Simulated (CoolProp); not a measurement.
Octamethylcyclotetrasiloxane (D4) along the isobar 1.47 MPa: Z from the reference equation and from simpler models built on Tc = 586.5 K, pc = 1.347 MPa, ω = 0.598; each cubic takes its own stable root.

Computed with CoolProp (reference Helmholtz-energy equation of state, Thol 2015).

```csv
T (K),phase,reference
543.4,liquid,0.1564
550.4,liquid,0.1586
557.3,liquid,0.1614
564.3,liquid,0.1652
571.3,liquid,0.1705
578.2,liquid,0.1785
585.2,liquid,0.1937
592.1,supercritical,0.2806
599.1,supercritical,0.4495
606.1,supercritical,0.5194
613,supercritical,0.5663
620,supercritical,0.6033
```

Task: How far does each simpler model (Redlich-Kwong, Soave-Redlich-Kwong) lie from the reference over these 12 states: mean and median of the absolute difference, and the worst?

Result: 
- Redlich-Kwong: mean 18.1 %, median 25.3 %, worst +29.5 % at 578.2 K and 1.47 MPa
- Soave-Redlich-Kwong: mean 15.1 %, median 16.8 %, worst +27.6 % at 585.2 K and 1.47 MPa
